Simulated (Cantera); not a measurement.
Input (Python, Cantera) and output of one run.

```python
import numpy as np
import cantera as ct

gas_names = [...]  # 96 gases of nasa_gas.yaml made of C, Cl, H, Ti
cond_names = """
    C(gr) C6H6(L) C7H8(L) C8H18(L),n-octa Ti(a) Ti(b) Ti(L) TiC(s) TiC(L) TiCL2(s) TiCL3(s) TiCL4(L)
""".split()


# ... load() reads the species with a 1 bar reference pressure and builds the phases ...
atoms = {
    'TiCl4': {'Ti': 1, 'CL': 4},
    'CH4': {'C': 1, 'H': 4},
    'H2': {'H': 2},
}
top_T = {'C(gr)': 4500, 'TiCL2(s)': 1300, 'TiCL3(s)': 1000}  # K; cautious upper limits of use, not melting points


# ... equilibrate(T, P, feed) seeds the gas with the atoms and calls Mixture.equilibrate('TP', solver="vcs", rtol=1e-11, max_steps=5000) ...
results = []
feed = {'TiCl4': 1, 'CH4': 1.7, 'H2': 310}  # mol
P = 16000  # Pa
for T in [1100, 1250, 1400, 1550, 1700, 1850, 2000, 2150]:
    mix = equilibrate(T, P, feed)
    results.append((T, P, feed, dict(zip(mix.species_names, mix.species_moles))))
    x = sorted(zip(gas.X, gas.species_names), reverse=True)
    print(f"T = {T:g} K  P = {P:g} Pa  gas = {mix.phase_moles(0):.4g} mol")
    print("   x: " + "  ".join(f"{s} {v:.3e}" for v, s in x if v > 0.001))
    print("   condensed (mol): " + ("  ".join(f"{mix.phase(i).name} {mix.phase_moles(i):.4g}"
          for i in range(1, mix.n_phases) if mix.phase_moles(i) > 1e-12) or "none"))
```

Output:

```
T = 1100 K  P = 16000 Pa  gas = 314.7 mol
   x: H2 9.851e-01  HCL 1.268e-02  CH4 2.234e-03
   condensed (mol): TiC(s) 0.997
T = 1250 K  P = 16000 Pa  gas = 314.9 mol
   x: H2 9.856e-01  HCL 1.270e-02  CH4 1.709e-03
   condensed (mol): C(gr) 0.162  TiC(s) 0.9997
T = 1400 K  P = 16000 Pa  gas = 315.2 mol
   x: H2 9.866e-01  HCL 1.269e-02
   condensed (mol): C(gr) 0.4863  TiC(s) 0.9999
T = 1550 K  P = 16000 Pa  gas = 315.3 mol
   x: H2 9.869e-01  HCL 1.268e-02
   condensed (mol): C(gr) 0.5898  TiC(s) 0.9999
T = 1700 K  P = 16000 Pa  gas = 315.4 mol
   x: H2 9.867e-01  HCL 1.268e-02
   condensed (mol): C(gr) 0.5998  TiC(s) 0.9999
T = 1850 K  P = 16000 Pa  gas = 315.6 mol
   x: H2 9.856e-01  HCL 1.266e-02  H 1.337e-03
   condensed (mol): C(gr) 0.5039  TiC(s) 0.9999
T = 2000 K  P = 16000 Pa  gas = 316 mol
   x: H2 9.825e-01  HCL 1.262e-02  H 4.030e-03
   condensed (mol): C(gr) 0.1998  TiC(s) 0.9998
T = 2150 K  P = 16000 Pa  gas = 317.1 mol
   x: H2 9.758e-01  HCL 1.252e-02  H 1.042e-02  C2H2,acetylene 1.082e-03
   condensed (mol): TiC(s) 0.9995
```

Method: chemical equilibrium by Gibbs-energy minimisation in Cantera with the NASA 1993 tables (ideal gas, pure condensed phases). TiC: taken at fixed stoichiometry.
